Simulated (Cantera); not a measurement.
A perfectly stirred reactor is fed with C₂H₆ : O₂ : N₂ : H₂O = 1 : 3.5 : 38.5 : 10 (molar parts), equivalence ratio 1.0, at 0.340 bar; it is adiabatic with a 375 K inlet, and is followed from long to short residence time, starting on the burning branch (τ in s: 0.22, 0.1, 0.047, 0.022, 0.01, 0.0047, 0.0022, 0.001, 0.00047, 0.00022, 0.0001, 4.7e-05).

Model: GRI-Mech 3.0 (53 species, 325 reactions), integrated in Cantera.

Task: What does this change do: N2 38.5 to 25 parts?

Result: 
```tsv
quantity	before	after
state	not burning at any residence time tried	not reached
x(C₂H₆) at τ = 0.220 s	0.0189	5.76e-6
x(O₂) at τ = 0.220 s	0.0660	0.00259
x(H₂O) at τ = 0.220 s	0.189	0.320
x(NO) at τ = 0.220 s	<1e-12	3.32e-6
x(NO₂) at τ = 0.220 s	<1e-12	4.16e-10
x(C₂H₆) at τ = 2.20 ms	0.0189	0.0253
x(O₂) at τ = 2.20 ms	0.0660	0.0886
x(H₂O) at τ = 2.20 ms	0.189	0.253
x(NO) at τ = 2.20 ms	<1e-12	<1e-12
x(NO₂) at τ = 2.20 ms	<1e-12	<1e-12
blow-out, bracketed by the residence times tried	not reached	burning at 47.0 ms, out at 22.0 ms
```
